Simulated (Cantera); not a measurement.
What does this Cantera script print?

```python
import numpy as np
import cantera as ct

gas_names = """
    NH3 SiH2 N2 SiH3 SiH4 H2 H
""".split()
cond_names = """

""".split()


# ... load() reads the species with a 1 bar reference pressure and builds the phases ...
species = {s.name: s for s in load("nasa_gas.yaml", gas_names) + load("nasa_condensed.yaml", cond_names)}
# Each term lists the table entries of one substance; the one whose range holds T is used.
reactions = {
    '2 NH3(g) + 6 SiH2(g) = N2(g) + 6 SiH3(g)':
        [(-2, ['NH3']), (-6, ['SiH2']), (1, ['N2']), (6, ['SiH3'])],
    '2 SiH4(g) = H2(g) + 2 SiH3(g)':
        [(-2, ['SiH4']), (1, ['H2']), (2, ['SiH3'])],
    '2 NH3(g) + 6 SiH3(g) = N2(g) + 6 SiH4(g)':
        [(-2, ['NH3']), (-6, ['SiH3']), (1, ['N2']), (6, ['SiH4'])],
    'SiH4(g) = 2 H(g) + SiH2(g)':
        [(-1, ['SiH4']), (2, ['H']), (1, ['SiH2'])],
}


def pick(names, T):
    return next(species[n] for n in names if species[n].thermo.min_temp <= T <= species[n].thermo.max_temp)


results = []
for label, terms in reactions.items():
    print(label)
    print("     T/K   dH/kJ  dS/(J/K)   dG/kJ   log10 K")
    for T in [723, 798, 873, 948, 1023, 1098, 1173, 1248, 1323]:
        used = [(nu, pick(names, T)) for nu, names in terms]
        dH = sum(nu * s.thermo.h(T) for nu, s in used) / 1e6
        dS = sum(nu * s.thermo.s(T) for nu, s in used) / 1e3
        dG = dH - T * dS / 1e3
        logK = -dG * 1e6 / (ct.gas_constant * T * np.log(10))
        results.append((label, T, dH, dS, dG, logK, [s.name for _, s in used]))
        print(f"{T:8g} {dH:8.1f} {dS:8.1f} {dG:8.1f} {logK:8.2f}")
```

It prints:

```
2 NH3(g) + 6 SiH2(g) = N2(g) + 6 SiH3(g)
     T/K   dH/kJ  dS/(J/K)   dG/kJ   log10 K
     723   -132.8   -158.1    -18.6     1.34
     798   -134.5   -160.3     -6.6     0.43
     873   -136.1   -162.1      5.5    -0.33
     948   -137.3   -163.5     17.7    -0.98
    1023   -138.3   -164.6     30.0    -1.53
    1098   -139.1   -165.3     42.4    -2.02
    1173   -139.6   -165.7     54.8    -2.44
    1248   -139.9   -166.0     67.2    -2.81
    1323   -139.9   -166.0     79.7    -3.15
2 SiH4(g) = H2(g) + 2 SiH3(g)
     T/K   dH/kJ  dS/(J/K)   dG/kJ   log10 K
     723    354.7    165.2    235.3   -17.00
     798    354.9    165.4    222.9   -14.59
     873    354.9    165.4    210.5   -12.59
     948    354.8    165.3    198.1   -10.91
    1023    354.6    165.1    185.7    -9.48
    1098    354.3    164.8    173.3    -8.25
    1173    353.9    164.5    161.0    -7.17
    1248    353.5    164.1    148.7    -6.22
    1323    353.0    163.7    136.4    -5.38
2 NH3(g) + 6 SiH3(g) = N2(g) + 6 SiH4(g)
     T/K   dH/kJ  dS/(J/K)   dG/kJ   log10 K
     723   -958.3   -266.6   -765.5    55.30
     798   -957.2   -265.3   -745.5    48.80
     873   -956.0   -263.8   -725.7    43.42
     948   -954.7   -262.3   -706.0    38.90
    1023   -953.2   -260.8   -686.4    35.04
    1098   -951.6   -259.3   -666.9    31.72
    1173   -949.9   -257.9   -647.5    28.83
    1248   -948.2   -256.4   -628.2    26.29
    1323   -946.5   -255.1   -609.0    24.04
SiH4(g) = 2 H(g) + SiH2(g)
     T/K   dH/kJ  dS/(J/K)   dG/kJ   log10 K
     723    658.4    256.8    472.7   -34.15
     798    659.9    258.8    453.4   -29.68
     873    661.2    260.4    433.9   -25.96
     948    662.4    261.7    414.3   -22.83
    1023    663.5    262.8    394.7   -20.15
    1098    664.4    263.7    374.9   -17.84
    1173    665.2    264.4    355.1   -15.81
    1248    665.9    264.9    335.3   -14.03
    1323    666.5    265.4    315.4   -12.45
```

Standard-state values (1 bar) from the NASA 1993 polynomials, evaluated with Cantera. Condensed species are held in their standard states even where they would react or evaporate.
